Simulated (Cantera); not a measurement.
Charge: 1 mol Fe₂O₃, 1.6 mol SO₃, 2.8 mol CO₂, equilibrated at 1250 K and 7.00 bar.

These are equilibrium values from Cantera (NASA tables, ideal gas, pure condensed phases), not measurements of a reactor. Candidate condensed phases: C, Fe, Fe(CO)₅, FeO, FeS, FeSO₄, FeS₂, Fe₂O₃, Fe₂(SO₄)₃, Fe₃O₄, S; 25 gas species. Equilibrium is a limit: real reactors are often held back by kinetics, nucleation or transport.

Base state: CO₂ 0.551, SO₂ 0.269, O₂ 0.135, SO₃ 0.0456 (mole fractions); condensed: Fe₂O₃(s).

Q: What changes in the equilibrium state with this change: temperature from 1250 K to 1073.15 K?

A: 
| species | before | after |
|---|---|---|
| CO₂ | 0.551 | 0.574 |
| SO₂ | 0.269 | 0.196 |
| SO₃ | 0.0456 | 0.132 |
| O₂ | 0.135 | 0.0980 |
| Fe₂O₃(s), mol | 1.00 | 1.00 |

Q: What changes in the equilibrium state with this change: SO₃ from 1.6 to 0.056 mol?

A: 
| species | before | after |
|---|---|---|
| CO₂ | 0.551 | 0.971 |
| SO₂ | 0.269 | 0.0186 |
| O₂ | 0.135 | 0.00930 |
| SO₃ | 0.0456 | 0.000828 |
| Fe₂O₃(s), mol | 1.00 | 1.00 |
